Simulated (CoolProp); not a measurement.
Values from CoolProp's reference Helmholtz-energy equation of state, Thol 2016.

Q: For R1234ze(E), give the phase and the Z, expansivity (1/kK), conductivity (mW/(m K)), Prandtl number at 388.7 K and 75.7 bar.

A: 
- 388.7 K and 75.7 bar: supercritical; Z 0.316, expansivity 6.95, conductivity 55.2, Prandtl number 2.47

Viscosity comes from a separate model (Bell 2016), an estimate that may be off by 10 % or more. Thermal conductivity comes from a separate model (Perkins 2011).
